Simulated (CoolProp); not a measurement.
Vapour-liquid equilibrium of acetone (1) + ethanol (2) at 144.45 °C; x and y are mole fractions of (1).

Computed with CoolProp (multi-fluid Helmholtz-energy mixture model, Lemmon 2006 and Schroeder 2014; pair parameters Bell 2016).

| x | bubble pressure (MPa) | y at the bubble point | dew pressure at overall composition x (MPa) | liquid density (mol/L) |
|---|---|---|---|---|
| 0.05 | 0.8851 | 0.080 | 0.8724 | 14.04 |
| 0.15 | 0.9409 | 0.212 | 0.9148 | 13.58 |
| 0.25 | 0.9838 | 0.320 | 0.9565 | 13.15 |
| 0.35 | 1.016 | 0.412 | 0.9951 | 12.75 |
| 0.45 | 1.040 | 0.496 | 1.028 | … |
| 0.55 | 1.055 | 0.577 | 1.051 | 12.03 |
| 0.65 | 1.063 | 0.658 | 1.062 | … |
| 0.75 | 1.063 | 0.743 | 1.062 | … |
| 0.85 | 1.054 | 0.836 | 1.052 | 11.16 |
| 0.95 | 1.036 | 0.942 | 1.034 | 10.93 |

### Question
Complete the blanks.

### Answer

- 0.45, liquid density (mol/L): 12.38
- 0.65, liquid density (mol/L): 11.71
- 0.75, liquid density (mol/L): 11.43

y crosses x between x = 0.65 and 0.75: the model has an azeotrope there.

The pair parameters rest on a limited set of measurements; away from them the model extrapolates.
